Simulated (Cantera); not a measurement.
Input (Python, Cantera) and output of one run.

```python
import numpy as np
import cantera as ct

gas_names = """
    AL ALCL ALCL2 ALCL3 ALO ALOCL ALO2 AL2 AL2CL6 AL2O AL2O2 CL CLO CL2 O O2 O3 Si SiCL SiCL2 SiCL3
    SiCL4 SiO SiO2 Si2 Si3
""".split()
cond_names = """
    AL(cr) AL(L) ALCL3(s) ALCL3(L) AL2O3(a) AL2O3(L) AL2SiO5(an) AL6Si2O13(s) Si(cr) Si(L) SiO2(Lqz)
    SiO2(hqz) SiO2(L)
""".split()


# ... load() reads the species with a 1 bar reference pressure and builds the phases ...
atoms = {
    'Al2O3': {'AL': 2, 'O': 3},
    'SiCl4': {'Si': 1, 'CL': 4},
    'O2': {'O': 2},
    'Cl2': {'CL': 2},
}
top_T = {'AL2SiO5(an)': 2000, 'AL6Si2O13(s)': 2100}  # K; cautious upper limits of use, not melting points


# ... equilibrate(T, P, feed) seeds the gas with the atoms and calls Mixture.equilibrate('TP', solver="vcs", rtol=1e-11, max_steps=5000) ...
results = []
feed = {'Al2O3': 1, 'SiCl4': 0.44, 'O2': 0.22, 'Cl2': 8}  # mol
P = 16  # Pa
for T in [1673, 1723, 1773, 1823, 1873, 1923, 1973]:
    mix = equilibrate(T, P, feed)
    results.append((T, P, feed, dict(zip(mix.species_names, mix.species_moles))))
    x = sorted(zip(gas.X, gas.species_names), reverse=True)
    print(f"T = {T:g} K  P = {P:g} Pa  gas = {mix.phase_moles(0):.4g} mol")
    print("   x: " + "  ".join(f"{s} {v:.3e}" for v, s in x if v > 1e-06))
    print("   condensed (mol): " + ("  ".join(f"{mix.phase(i).name} {mix.phase_moles(i):.4g}"
          for i in range(1, mix.n_phases) if mix.phase_moles(i) > 1e-12) or "none"))
```

Output:

```
T = 1673 K  P = 16 Pa  gas = 17.08 mol
   x: CL 9.771e-01  ALCL3 1.709e-02  CL2 5.525e-03  ALCL2 1.120e-04  SiO 5.612e-05  O2 5.611e-05  ALOCL 4.792e-05  O 1.979e-05  ALCL 3.196e-06  CLO 1.865e-06  SiCL4 1.095e-06
   condensed (mol): AL2O3(a) 0.1941  AL6Si2O13(s) 0.2195
T = 1723 K  P = 16 Pa  gas = 17.14 mol
   x: CL 9.793e-01  ALCL3 1.665e-02  CL2 3.274e-03  SiO 3.365e-04  ALCL2 2.631e-04  ALOCL 1.082e-04  O2 3.979e-05  O 2.835e-05  ALCL 1.568e-05  SiO2 2.238e-06  CLO 1.496e-06
   condensed (mol): AL2O3(a) 0.2028  AL6Si2O13(s) 0.2171
T = 1773 K  P = 16 Pa  gas = 17.22 mol
   x: CL 9.801e-01  ALCL3 1.523e-02  CL2 1.992e-03  SiO 1.752e-03  ALCL2 5.530e-04  ALOCL 2.282e-04  ALCL 6.609e-05  O 4.139e-05  O2 3.110e-05  SiO2 6.966e-06  SiCL2 2.315e-06  CLO 1.262e-06
   condensed (mol): AL2O3(a) 0.2471  AL6Si2O13(s) 0.2048
T = 1823 K  P = 16 Pa  gas = 17.47 mol
   x: CL 9.791e-01  ALCL3 1.094e-02  SiO 7.087e-03  CL2 1.241e-03  ALCL2 8.728e-04  ALOCL 4.250e-04  ALCL 2.018e-04  O 6.946e-05  O2 3.392e-05  SiO2 2.036e-05  SiCL2 4.945e-06  CLO 1.258e-06  SiCL3 1.071e-06
   condensed (mol): AL2O3(a) 0.4178  AL6Si2O13(s) 0.1579
T = 1873 K  P = 16 Pa  gas = 17.9 mol
   x: CL 9.762e-01  SiO 1.704e-02  ALCL3 4.073e-03  CL2 7.891e-04  ALCL2 6.864e-04  ALOCL 6.110e-04  ALCL 2.969e-04  O 1.768e-04  O2 8.953e-05  SiO2 5.611e-05  SiCL2 4.149e-06  CLO 1.951e-06
   condensed (mol): AL2O3(a) 0.7484  AL6Si2O13(s) 0.06695
T = 1923 K  P = 16 Pa  gas = 18.18 mol
   x: CL 9.722e-01  SiO 2.393e-02  ALCL3 7.606e-04  O 7.006e-04  ALOCL 6.725e-04  O2 5.996e-04  CL2 5.123e-04  ALCL2 2.605e-04  ALCL 2.044e-04  SiO2 1.466e-04  CLO 4.825e-06  SiCL2 1.311e-06
   condensed (mol): AL2O3(a) 0.9793  AL6Si2O13(s) 0.001136
T = 1973 K  P = 16 Pa  gas = 18.2 mol
   x: CL 9.711e-01  SiO 2.406e-02  O 1.133e-03  ALOCL 1.115e-03  O2 6.980e-04  ALCL3 5.379e-04  ALCL 4.961e-04  ALCL2 3.602e-04  CL2 3.417e-04  SiO2 1.163e-04  CLO 4.999e-06
   condensed (mol): AL2O3(a) 0.9772
```

These are equilibrium values from Cantera (NASA tables, ideal gas, pure condensed phases), not measurements of a reactor. Mutual solubility and eutectic melting of coexisting phases are not modelled. The tables' values for AlCl2, SiO2 are old estimates; treat these amounts as uncertain. Condensed phases not in the tables: alloys, solid solutions and most ternary compounds.
